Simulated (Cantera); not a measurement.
A freely propagating, adiabatic, planar premixed flame of CH4 : O2 : N2 = 1 : 1.54 : 5.78 (molar parts), equivalence ratio 1.3, unburnt at 325 K and 101000 Pa; multicomponent+Soret transport, grid criteria slope 0.08 and curve 0.16, no radiation.

Computed with Cantera and GRI-Mech 3.0 (53 species, 325 reactions). Burning velocities carry a grid error of a few per cent, more on coarse grids.

Problem. Predict: laminar burning velocity; thermal thickness; peak x(HCN); peak x(C2H); peak x(C2H6).

Solution. 
- laminar burning velocity: 28.8 cm/s
- thermal thickness: 0.573 mm
- peak x(HCN): 2.86e-5
- peak x(C2H): 8.95e-7
- peak x(C2H6): 0.00147
